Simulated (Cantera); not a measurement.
Cantera run, input and output.

```python
import numpy as np
import cantera as ct

gas = ct.Solution("gri30.yaml")
gas.TPX = 1023, 870, {'H2': 0.022, 'O2': 1}
reactor = ct.IdealGasConstPressureReactor(gas, energy="off", clone=False)
net = ct.ReactorNet([reactor])
net.rtol, net.atol = 1e-08, 1e-18
show = ['H2', 'O2', 'O', 'H', 'HO2', 'OH', 'H2O2']
times = np.geomspace(0.0001, 20, 13)

steps = ct.SolutionArray(gas, extra=["t"])
rows = []
print(f"{'t/s':>10s}{'T/K':>9s}{'P/Pa':>11s}" + "".join(f"{s:>11s}" for s in show))
for t in times:
    while net.time < t:
        t_next = net.step()
        steps.append(gas.state, t=t_next)
    rows.append([np.interp(t, steps.t, y) for y in (steps.T, steps.P, *steps(*show).X.T)])
    print(f"{t:10.3e}{rows[-1][0]:9.1f}{rows[-1][1]:11.4g}" + "".join(f"{x:11.3e}" for x in rows[-1][2:]))
rate = np.gradient(steps.T, steps.t)
print("integrator steps:", len(steps.t))
if steps.T.max() > steps.T[0] + 200:
    print(f"time of steepest temperature rise: {steps.t[rate.argmax()]:.4e} s")
gas.TPX = 1023, 870, {'H2': 0.022, 'O2': 1}
gas.equilibrate("TP")
print(f"equilibrium (TP): T = {gas.T:.1f} K  " + "  ".join(f"{s} {gas[s].X[0]:.3e}" for s in show))
```

Output:

```
       t/s      T/K       P/Pa         H2         O2          O          H        HO2         OH       H2O2
 1.000e-04   1023.0        870  2.153e-02  9.785e-01  5.960e-12  1.928e-11  2.471e-11  5.565e-12  2.351e-16
 2.765e-04   1023.0        870  2.153e-02  9.785e-01  3.602e-11  4.169e-11  6.847e-11  3.005e-11  1.793e-15
 7.647e-04   1023.0        870  2.153e-02  9.785e-01  2.115e-10  1.069e-10  1.903e-10  1.414e-10  1.376e-14
 2.115e-03   1023.0        870  2.153e-02  9.785e-01  2.080e-09  6.824e-10  5.404e-10  1.145e-09  1.065e-13
 5.848e-03   1023.0        870  2.153e-02  9.785e-01  2.401e-07  7.310e-08  3.794e-09  1.272e-07  1.152e-12
 1.617e-02   1023.0        870  7.361e-03  9.684e-01  7.290e-03  3.531e-03  3.144e-06  2.005e-03  1.601e-07
 4.472e-02   1023.0        870  1.667e-04  9.667e-01  1.052e-02  1.660e-03  2.184e-06  7.369e-04  2.610e-08
 1.237e-01   1023.0        870  7.491e-05  9.729e-01  4.893e-03  5.104e-04  1.659e-06  4.908e-04  2.590e-08
 3.420e-01   1023.0        870  1.930e-05  9.768e-01  1.284e-03  6.749e-05  9.271e-07  2.483e-04  2.412e-08
 9.457e-01   1023.0        870  3.237e-06  9.780e-01  2.235e-04  4.888e-06  3.568e-07  1.034e-04  1.817e-08
 2.615e+00   1023.0        870  4.874e-07  9.782e-01  3.513e-05  3.057e-07  1.016e-07  4.117e-05  1.001e-08
 7.232e+00   1023.0        870  8.248e-08  9.782e-01  6.178e-06  2.262e-08  2.512e-08  1.733e-05  4.190e-09
 2.000e+01   1023.0        870  1.708e-08  9.782e-01  1.323e-06  2.243e-09  6.383e-09  8.024e-06  1.509e-09
integrator steps: 1604
equilibrium (TP): T = 1023.0 K  H2 4.057e-11  O2 9.782e-01  O 3.324e-09  H 2.846e-13  HO2 6.027e-10  OH 4.016e-07  H2O2 7.539e-12
```

Cantera simulation using GRI-Mech 3.0 (53 species, 325 reactions); the numbers are that mechanism's predictions, not measurements. Radical loss at walls, strong at low pressure, is not modelled.
